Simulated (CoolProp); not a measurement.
A single-stage vapour-compression cycle with R245ca: evaporating at 329.15 K (dew point), condensing at 370.15 K (bubble point), superheat 8 K, subcooling 8 K, compressor efficiency 0.75, no pressure losses. Each further row changes one setting.

The numbers come from the reference Helmholtz-energy equation of state, Zhou 2016 in CoolProp.

```json
[
 {"case": "as stated", "cooling COP": "5.20", "pressure ratio": "2.98", "discharge temperature (K)": "373.5", "refrigerating effect (kJ/kg)": "145", "volumetric capacity (kJ/m³)": "2190"},
 {"case": "evaporating temperature 334.15 K", "cooling COP": "6.18", "pressure ratio": "2.57", "discharge temperature (K)": "373.9", "refrigerating effect (kJ/kg)": "…", "volumetric capacity (kJ/m³)": "2600"},
 {"case": "condensing temperature 365.15 K", "cooling COP": "…", "pressure ratio": "2.65", "discharge temperature (K)": "369.2", "refrigerating effect (kJ/kg)": "153", "volumetric capacity (kJ/m³)": "2300"},
 {"case": "subcooling 13 K", "cooling COP": "…", "pressure ratio": "2.98", "discharge temperature (K)": "373.5", "refrigerating effect (kJ/kg)": "153", "volumetric capacity (kJ/m³)": "2300"},
 {"case": "superheat 18 K", "cooling COP": "5.34", "pressure ratio": "2.98", "discharge temperature (K)": "…", "refrigerating effect (kJ/kg)": "…", "volumetric capacity (kJ/m³)": "…"},
 {"case": "compressor efficiency 0.65", "cooling COP": "4.51", "pressure ratio": "2.98", "discharge temperature (K)": "377.1", "refrigerating effect (kJ/kg)": "145", "volumetric capacity (kJ/m³)": "2190"}
]
```

**Question.** Complete the blanks.

**Answer.** 
- evaporating temperature 334.15 K, refrigerating effect (kJ/kg): 149
- condensing temperature 365.15 K, cooling COP: 6.12
- subcooling 13 K, cooling COP: 5.47
- superheat 18 K, discharge temperature (K): 383.2
- superheat 18 K, refrigerating effect (kJ/kg): 156
- superheat 18 K, volumetric capacity (kJ/m³): 2250
